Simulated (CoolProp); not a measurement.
Saturation properties of ammonia.

Computed with CoolProp (reference Helmholtz-energy equation of state, Gao 2020).

```
T (K)  p (bar)  liquid density (kg/m³)  vapour viscosity (µPa s)
-----  -------  ----------------------  ------------------------
209.3   0.1686                   717.9                      7.19
216.7   0.2746                   709.3                      7.39
224     0.4287                   700.7                      7.60
231.4        ?                       ?                      7.81
238.8   0.9617                   682.9                      8.02
246.1    1.375                   673.9                         ?
253.5        ?                   664.5                      8.46
260.9    2.650                   655.0                         ?
```

Some entries are withheld; supply them.


- 231.4, p (bar): 0.6517
- 231.4, liquid density (kg/m³): 691.9
- 246.1, vapour viscosity (µPa s): 8.24
- 253.5, p (bar): 1.930
- 260.9, vapour viscosity (µPa s): 8.68

It boils at 239.8 K under 1 atm.

Viscosity comes from a separate model (Fenghour 1995).
